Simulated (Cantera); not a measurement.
## Chlorosilane synthesis and conversion: Si + Cl2 + H2

Feed: 1 mol Si, a varied amount of Cl2, 0.54 mol H2, at 650 K and 1 atm.

Cantera equilibrium calculation (NASA polynomials, part measured and part estimated; ideal gas, pure solids and liquids). Candidate condensed phases: Si; 19 gas species. Kinetics and transport are ignored.

From 0.5 mol Cl2 to 1.7 mol Cl2 the condensed part is Si(s). From 2 mol Cl2 to 2.7 mol Cl2 nothing is condensed. The main Si-bearing gas is SiCl4 throughout.

| n(Cl2) (mol) | x H2 | x SiCl4 | x HCl | x SiHCl3 | x Cl2 | x SiH2Cl2 | x SiH3Cl | x SiCl3 | n Si(s) |
|---|---|---|---|---|---|---|---|---|---|
| 0.5 | 0.647 | 0.244 | 0.000120 | 0.107 | <1e-12 | 0.00271 | 1.41e-5 | 2.20e-6 | 0.728 |
| 0.58 | 0.611 | 0.274 | 0.000120 | 0.113 | <1e-12 | 0.00271 | 1.34e-5 | 2.39e-6 | 0.686 |
| 0.68 | 0.570 | 0.308 | 0.000119 | 0.119 | <1e-12 | 0.00269 | 1.24e-5 | 2.61e-6 | 0.633 |
| 0.79 | 0.531 | 0.341 | 0.000118 | 0.125 | <1e-12 | 0.00264 | 1.15e-5 | 2.83e-6 | 0.576 |
| 0.93 | 0.488 | 0.380 | 0.000116 | 0.129 | <1e-12 | 0.00256 | 1.04e-5 | 3.06e-6 | 0.502 |
| 1.1 | 0.443 | 0.421 | 0.000114 | 0.133 | <1e-12 | 0.00244 | 9.21e-6 | 3.31e-6 | 0.414 |
| 1.3 | 0.399 | 0.462 | 0.000111 | 0.136 | <1e-12 | 0.00231 | 8.06e-6 | 3.55e-6 | 0.310 |
| 1.5 | 0.363 | 0.498 | 0.000107 | 0.137 | <1e-12 | 0.00218 | 7.11e-6 | 3.75e-6 | 0.206 |
| 1.7 | 0.332 | 0.529 | 0.000104 | 0.137 | <1e-12 | 0.00205 | 6.31e-6 | 3.93e-6 | 0.103 |
| 2 | 0.346 | 0.645 | 0.00426 | 0.00426 | <1e-12 | 1.63e-6 | 1.28e-10 | 1.20e-7 | 0 |
| 2.3 | 0.130 | 0.543 | 0.326 | 1.77e-5 | <1e-12 | 3.33e-11 | <1e-12 | 8.08e-10 | 0 |
| 2.7 | <1e-12 | 0.446 | 0.482 | <1e-12 | 0.0714 | <1e-12 | <1e-12 | <1e-12 | 0 |
x: gas mole fraction; n: condensed amount in mol.
